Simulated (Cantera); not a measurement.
Mixture: CH4 : H2 : O2 : N2 = 1 : 0.44 : 2.92 : 12.9 (molar parts), at 27000 Torr, adiabatic and at constant volume. Ignition delay is the time to a rise of 400 K.

Detailed kinetics in Cantera: GRI-Mech 3.0 (53 species, 325 reactions). The pressure lies above the range GRI-Mech 3.0 was tuned for (to about 10 atm).

Task: What does this change do: CH4 1 to 2.3 parts?

Result: 
| quantity | before | after |
|---|---|---|
| delay at 1100 K | 1.15 ms | 0.960 ms |
| delay at 1200 K | 0.242 ms | 0.273 ms |
| delay at 1300 K | 73.1 µs | 0.115 ms |
| delay at 1400 K | 30.1 µs | 57.4 µs |
| delay at 1500 K | 14.9 µs | 30.0 µs |
| delay at 1600 K | 8.12 µs | 15.8 µs |
| delay at 1700 K | 4.65 µs | 8.36 µs |
| apparent activation energy between 1500 and 1700 K | 120 kJ/mol | 140 kJ/mol |

Task: What does this change do: H2 0.44 to 0.35 parts?

Result: 
| quantity | before | after |
|---|---|---|
| delay at 1100 K | 1.15 ms | 1.21 ms |
| delay at 1200 K | 0.242 ms | 0.266 ms |
| delay at 1300 K | 73.1 µs | 84.3 µs |
| delay at 1400 K | 30.1 µs | 35.6 µs |
| delay at 1500 K | 14.9 µs | 17.7 µs |
| delay at 1600 K | 8.12 µs | 9.52 µs |
| delay at 1700 K | 4.65 µs | 5.35 µs |
| apparent activation energy between 1500 and 1700 K | 120 kJ/mol | 130 kJ/mol |
